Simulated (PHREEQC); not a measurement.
Make-up at 15 °C: 0.027 mol/kgw NH4HF2. Closed to the air; pH follows from the charge balance.

Computed with PHREEQC (ion-association model, wateq4f.dat).

Each row changes one thing in this solution. No solid was allowed to form.

| case | pH | ionic strength (mol/kgw) |
|---|---|---|
| as made | 3.12 | 0.0279 |
| NH4HF2 replaced by NH4Br at the same molality | 5.63 | 0.0270 |
| NH4HF2 replaced by H2SiF6 at the same molality | 1.36 | 0.0784 |
| NH4HF2 from 0.027 to 0.0405 mol/kgw | 3.12 | 0.0414 |
| temperature from 15 to 75 °C | 3.54 | 0.0273 |
| diluted 5-fold with water | 3.19 | 0.00609 |
| NH4HF2 replaced by NaF at the same molality | 7.89 | 0.0267 |
| NH4HF2 from 0.027 to 0.0297 mol/kgw | 3.12 | 0.0306 |

Species that the database lacks are ignored. Some of these states are supersaturated (in Quartz (slow to form), Chalcedony (slow to form), for instance). wateq4f.dat counts part of the HF as a dimer, H2F2, which phreeqc.dat doesn't know; its constant is uncertain. Constants without temperature data keep their 25 °C values here.
